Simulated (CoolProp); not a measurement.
Vapour-liquid equilibrium of hydrogen sulfide (1) + propane (2) at 0.432 MPa; x and y are mole fractions of (1).

The numbers come from the multi-fluid Helmholtz-energy mixture model, Lemmon 2006 and Lemmon 2009; pair parameters Kunz 2012 in CoolProp.

```csv
x,"bubble temperature, mixture model (K)","bubble temperature, Raoult's law (K)","y, mixture model","y, Raoult's law"
0.05,263.8,268.3,0.206,0.103
0.2,252.8,263.4,0.511,0.355
0.35,248.1,259.3,0.631,0.544
0.5,246.0,255.7,0.695,0.690
0.65,245.0,252.6,0.743,0.806
0.8,244.6,249.8,0.800,0.900
0.95,245.4,247.3,0.919,0.977
```

The largest gap from Raoult's law is -11.2 K in bubble temperature, at x = 0.35. y crosses x between x = 0.8 and 0.95: the model has an azeotrope there.

Pair parameters are fitted to limited data, so mixtures are less certain than the pure fluids.
